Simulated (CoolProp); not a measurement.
A simple Rankine cycle with isobutane: condensing at 326.15 K, boiler at 2.15 MPa, turbine inlet 417.3 K, turbine efficiency 0.65, pump efficiency 0.7, no recuperator. Each further row changes one setting.

Values from CoolProp's reference Helmholtz-energy equation of state, Bücker 2006.

```json
[
 {"case": "as stated", "thermal efficiency (%)": "6.6", "net work (kJ/kg)": "29.8", "heat in (kJ/kg)": "455", "turbine exit temperature (K)": "388.2", "volume ratio over the turbine": "3.17"},
 {"case": "turbine inlet 437.3 K", "thermal efficiency (%)": "6.5", "net work (kJ/kg)": "32.7", "heat in (kJ/kg)": "506", "turbine exit temperature (K)": "409.9", "volume ratio over the turbine": "3.10"},
 {"case": "condensing temperature 318.15 K", "thermal efficiency (%)": "7.5", "net work (kJ/kg)": "35.9", "heat in (kJ/kg)": "475", "turbine exit temperature (K)": "…", "volume ratio over the turbine": "3.88"},
 {"case": "boiler pressure 1.5 MPa", "thermal efficiency (%)": "…", "net work (kJ/kg)": "21.7", "heat in (kJ/kg)": "…", "turbine exit temperature (K)": "399.8", "volume ratio over the turbine": "2.10"},
 {"case": "turbine efficiency 0.55", "thermal efficiency (%)": "5.4", "net work (kJ/kg)": "24.6", "heat in (kJ/kg)": "455", "turbine exit temperature (K)": "…", "volume ratio over the turbine": "3.20"}
]
```

Complete the blanks.


- condensing temperature 318.15 K, turbine exit temperature (K): 383.8
- boiler pressure 1.5 MPa, thermal efficiency (%): 4.6
- boiler pressure 1.5 MPa, heat in (kJ/kg): 472
- turbine efficiency 0.55, turbine exit temperature (K): 390.6
